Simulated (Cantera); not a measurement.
A closed system holds: 1 mol CH3SiH3, 0.066 mol HCl, 49 mol H2, equilibrated at 97000 Pa.

These are equilibrium values from Cantera (NASA tables, ideal gas, pure condensed phases), not measurements of a reactor. Candidate condensed phases: C, C6H6, C7H8, C8H18, Si, SiC; 109 gas species. The feed counts by its element totals alone. Gases not in the tables: Si2H6 and higher silanes. Equilibrium is a limit: real reactors are often held back by kinetics, nucleation or transport. All values below are at 1825 °C.

Base state: H2 0.995, H 0.00312, HCl 0.00126, SiH2 7.39e-5, CH4 6.00e-5, Si 5.53e-5, C2H2 (acetylene) 5.04e-5, SiH 2.96e-5 (mole fractions); condensed: SiC(s).

**Question.** What changes in the equilibrium state with this change: CH3SiH3 replaced by SiHCl3?

**Answer.** 
```csv
species,before,after
H2,0.995,0.942
HCl,0.00126,0.0487
SiCl2,1.40e-6,0.00540
CH4,6.00e-5,0
C2H2 (acetylene),5.04e-5,0
"SiC(s), mol",0.991,0
"Si(l), mol",0,0.695
```
The tables' values for SiCl, SiCl3 are old estimates; treat these amounts as uncertain.
